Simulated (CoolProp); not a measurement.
Saturation properties of ethane.

Computed with CoolProp (reference Helmholtz-energy equation of state, Bücker 2006).

| T (°C) | p (bar) | enthalpy of vaporisation (kJ/kg) | vapour Z | surface tension (mN/m) |
|---|---|---|---|---|
| -47.25 | 6.083 | 424.7 | 0.8807 | ___ |
| -41.15 | 7.485 | 412.8 | 0.8623 | 8.90 |
| -34.95 | 9.141 | 399.8 | ___ | ___ |
| -28.85 | 11.02 | 386.1 | 0.8199 | 7.12 |
| -22.75 | 13.16 | 371.3 | 0.7960 | 6.26 |
| -16.65 | 15.59 | 355.3 | 0.7700 | 5.41 |
| -10.55 | 18.33 | 337.6 | ___ | ___ |
| -4.35 | 21.45 | 317.8 | 0.7098 | 3.78 |
| 1.75 | 24.89 | 296.0 | 0.6752 | 3.01 |
| 7.85 | 28.72 | 271.1 | 0.6363 | 2.28 |
| 13.95 | 32.98 | 241.9 | 0.5918 | 1.58 |

Task: Some entries are withheld; supply them.

Result: 
- -47.25, surface tension (mN/m): 9.80
- -34.95, vapour Z: 0.8419
- -34.95, surface tension (mN/m): 7.99
- -10.55, vapour Z: 0.7416
- -10.55, surface tension (mN/m): 4.59

It boils at -88.6 °C under 1 atm.

Surface tension comes from a separate correlation (Mulero 2012).
